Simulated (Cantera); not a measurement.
A closed system holds: 1 mol Si₃N₄, 0.0021 mol O₂, 12 mol H₂, at 1 atm.

Cantera equilibrium calculation (NASA polynomials, part measured and part estimated; ideal gas, pure solids and liquids). Candidate condensed phases: H₂O, Si, SiO₂, Si₂N₂O, Si₃N₄; 35 gas species. The tables' values for SiN are old estimates; treat these amounts as uncertain. Gases not in the tables: Si₂H₆ and higher silanes. Rates play no part. All values below are at 2173 K.

Base state: H₂ 0.852, N₂ 0.142, H 0.00443, SiO 0.000299, Si 0.000279, SiH₂ 0.000224, SiH 0.000121, Si₂N 2.13e-5 (mole fractions); condensed: Si(l).

### Question
What changes in the equilibrium state with this change: Si₃N₄ replaced by SiC?

### Answer
```csv
species,before,after
H₂,0.852,0.994
H,0.00443,0.00478
CO,0,0.000252
N₂,0.142,0
Si,0.000279,0.000148
C₂H₂ (acetylene),0,7.66e-5
CH₄,0,5.22e-5
Si₂N,2.13e-5,0
SiN,1.89e-5,0
"Si(l), mol",2.99,0
"SiC(s), mol",0,0.994
```
Further candidate phases: C, C₆H₆, C₇H₈, C₈H₁₈, SiC.
